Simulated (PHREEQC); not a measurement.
Consider water at 25 °C with 0.23 mol CdCl2 and 0.43 mol NaCl per kg of water. Closed to the air; pH follows from the charge balance.

All values are PHREEQC results (ion-association model, phreeqc.dat), not measurements.

| Item | Result |
|---|---|
| pH | 5.34 |
| ionic strength | 0.555 mol/kgw |
| activity of water | 0.980 |
| density | 1.049 g/cm³ |

| species | molality | activity | log γ |
|---|---|---|---|
| Cl- | 0.518 | 0.333 | -0.192 |
| Na+ | 0.430 | 0.308 | -0.145 |
| CdCl+ | 0.101 | 0.0746 | -0.133 |
| CdCl2 | 0.0911 | 0.104 | 0.056 |
| CdCl3- | 0.0295 | 0.0218 | -0.133 |
| Cd+2 | 0.00798 | 0.00235 | -0.531 |
| H+ | 5.94e-6 | 4.52e-6 | -0.119 |
| CdOHCl | 5.88e-6 | 6.68e-6 | 0.056 |
| CdOH+ | 5.74e-8 | 4.23e-8 | -0.133 |
| Cd2OH+3 | 7.63e-9 | 4.86e-10 | -1.195 |
| OH- | 3.51e-9 | 2.19e-9 | -0.205 |

This is a speciation only: nothing precipitates in the calculation. Species that the database lacks are ignored.
